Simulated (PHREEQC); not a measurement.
Consider water at 25 °C with 0.069 mol CuSO4, 0.00011 mol HBF4 and 0.39 mol Na2SO4 per kg of water. Closed to the air; pH follows from the charge balance.

All values are PHREEQC results (ion-association model, phreeqc.dat), not measurements.

Each row changes one thing in this solution. Precipitation was switched off in this run.

| case | pH | ionic strength (mol/kgw) | SO4-2 (mol/kgw) | CuSO4 (mol/kgw) | Cu+2 (mol/kgw) | F- (mol/kgw) |
|---|---|---|---|---|---|---|
| as made | 4.18 | 0.989 | 0.270 | 0.0403 | 0.0287 | 0.000353 |
| HBF4 from 0.00011 to 0.00055 mol/kgw | 3.54 | 0.989 | 0.270 | 0.0402 | 0.0287 | 0.00154 |
| Na2SO4 left out | ? | 0.149 | 0.0371 | 0.0317 | 0.0373 | ? |
| HBF4 from 0.00011 to 0.000121 mol/kgw | 4.14 | 0.989 | 0.270 | 0.0403 | 0.0287 | ? |
| HBF4 from 0.00011 to 0.000165 mol/kgw | 4.02 | 0.989 | 0.270 | 0.0403 | 0.0287 | 0.000520 |
| temperature from 25 to 75 °C | 4.39 | 0.971 | 0.261 | ? | 0.0288 | 0.000343 |

Task: Some entries are withheld; supply them.

Result: 
- Na2SO4 left out, pH: 3.85
- Na2SO4 left out, F- (mol/kgw): 0.000318
- HBF4 from 0.00011 to 0.000121 mol/kgw, F- (mol/kgw): 0.000387
- temperature from 25 to 75 °C, CuSO4 (mol/kgw): 0.0398

The ionic strength passes 0.7 mol/kgw, the rough limit of the ion-association models, in as made; HBF4 from 0.00011 to 0.00055 mol/kgw; HBF4 from 0.00011 to 0.000121 mol/kgw; HBF4 from 0.00011 to 0.000165 mol/kgw; temperature from 25 to 75 °C. Away from 25 °C the constants follow the database's enthalpies or fits; those with neither stay at their 25 °C values. Real BF4- forms and hydrolyses slowly; the run takes it at equilibrium.
